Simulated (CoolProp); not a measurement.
A single-stage vapour-compression cycle with the fluid: evaporating at 268.15 K (dew point), condensing at 324.15 K (bubble point), superheat 2 K, subcooling 5 K, compressor efficiency 0.6, no pressure losses. The same conditions are run with several fluids, on thermodynamics alone (safety and materials aside).

The numbers come from the reference Helmholtz-energy equation of state of each fluid (isobutene: Lemmon 2005; isobutane: Bücker 2006; R507A: Lemmon 2003; neopentane: Lemmon 2006; fluoroethane (R161): Wu 2012; R1224YDZ: Akasaka 2023) in CoolProp. Blends and air are pseudo-pure fits.

```csv
fluid,cooling COP,pressure ratio,discharge temperature (K),refrigerating effect (kJ/kg),volumetric capacity (kJ/m³)
isobutene,2.33,[?],349.4,272,779
isobutane,2.25,[?],341.4,239,852
R507A,1.88,4.55,346.8,91.8,[?]
neopentane,2.24,6.29,332.0,213,[?]
fluoroethane (R161),2.25,4.80,375.4,[?],[?]
R1224YDZ,[?],7.74,343.9,122,365
```

Q: Fill in the missing entries.

A: 
- isobutene, pressure ratio: 5.72
- isobutane, pressure ratio: 5.36
- R507A, volumetric capacity (kJ/m³): 2490
- neopentane, volumetric capacity (kJ/m³): 409
- fluoroethane (R161), refrigerating effect (kJ/kg): 273
- fluoroethane (R161), volumetric capacity (kJ/m³): 2350
- R1224YDZ, cooling COP: 2.31
